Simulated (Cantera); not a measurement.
Input: 1 mol MgF2, 17 mol N2, held at 1100 K and 88.0 Pa.

Method: chemical equilibrium by Gibbs-energy minimisation in Cantera with the NASA 1993 tables (ideal gas, pure condensed phases). Candidate condensed phases: Mg, MgF2; 13 gas species. The numbers say what is thermodynamically allowed, not how fast it happens.

Base state: N2 1.000 (mole fractions); condensed: MgF2(s).

Problem. What changes in the equilibrium state with this change: temperature from 1100 K to 1975 K?

Solution. 
```
species        before     after
------------  -------  --------
N2              1.000     0.944
MgF2          1.08e-6    0.0550
F               <1e-9  0.000532
MgF             <1e-9  0.000448
Mg              <1e-9   4.20e-5
MgF2(s), mol    1.000         0
```
